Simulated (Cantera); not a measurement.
Charge: 1 mol V, 0.034 mol O2, 29 mol N2, equilibrated at 48.0 Pa.

Cantera equilibrium calculation (NASA polynomials, part measured and part estimated; ideal gas, pure solids and liquids). Candidate condensed phases: V, VN, VO, V2O3, V2O4, V2O5; 13 gas species. Mutual solubility and eutectic melting of coexisting phases are not modelled. VN, VO: taken at fixed stoichiometry. Condensed phases not in the tables: solid solutions among these carbides, nitrides and lower oxides, V2N, N, O or C dissolved in the metal. Rates play no part.

log p: log10 of the partial pressure in bar; n: condensed amount in mol.

```
T (K)  log p N2  log p V  log p VO  log p VO2  log p O  log p N  n VN(s)  n VO(s)  n V(s)
-----  --------  -------  --------  ---------  -------  -------  -------  -------  ------
1823      -3.32    -7.14     -7.02      -8.05   -11.66   -11.92    0.928   0.0613       0
1923      -3.32    -6.16     -6.25      -7.41   -10.88   -11.21        0   0.0293   0.893
2023      -3.32      ___     -5.98        ___      ___      ___        0        0     ___
2123      -3.33    -4.88     -5.97      -8.03   -10.21    -9.98        0        0   0.107
2223      -3.33    -4.83     -5.97      -8.04    -9.54    -9.45        0        0       0
2323      -3.33    -4.83     -5.97      -8.00      ___      ___        0        0       0
2423      -3.33    -4.83     -5.97      -7.96    -8.27    -8.52        0        0       0
```

Q: Fill in the missing entries.

A: 
- 2023, log p V: -5.49
- 2023, log p VO2: -7.49
- 2023, log p O: -10.41
- 2023, log p N: -10.56
- 2023, n V(s): 0.736
- 2323, log p O: -8.88
- 2323, log p N: -8.97
